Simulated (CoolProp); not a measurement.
Vapour-liquid equilibrium of n-hexane (1) + ethylbenzene (2) at 109 kPa; x and y are mole fractions of (1).

The numbers come from the multi-fluid Helmholtz-energy mixture model, Thol 2019 and Zhou 2012; pair parameters Bell 2016 in CoolProp.

```csv
x,"bubble temperature, mixture model (K)","bubble temperature, Raoult's law (K)","y, mixture model","y, Raoult's law"
0.05,402.1,404.1,0.266,0.234
0.125,390.5,394.1,0.509,0.469
0.2,381.8,386.0,0.650,0.620
0.275,375.0,379.1,0.740,0.723
0.35,369.6,373.3,0.801,0.794
0.425,365.2,368.3,0.845,0.847
0.5,361.4,363.9,0.878,0.886
0.575,358.2,360.1,0.905,0.915
0.65,355.3,356.6,0.927,0.939
0.725,352.6,353.5,0.946,0.957
0.8,350.2,350.6,0.962,0.972
0.875,347.9,348.1,0.977,0.984
0.95,345.6,345.7,0.991,0.994
```

The largest gap from Raoult's law is -4.2 K in bubble temperature, at x = 0.2. No azeotrope shows between x = 0.05 and 0.95.

The pair parameters rest on a limited set of measurements; away from them the model extrapolates.
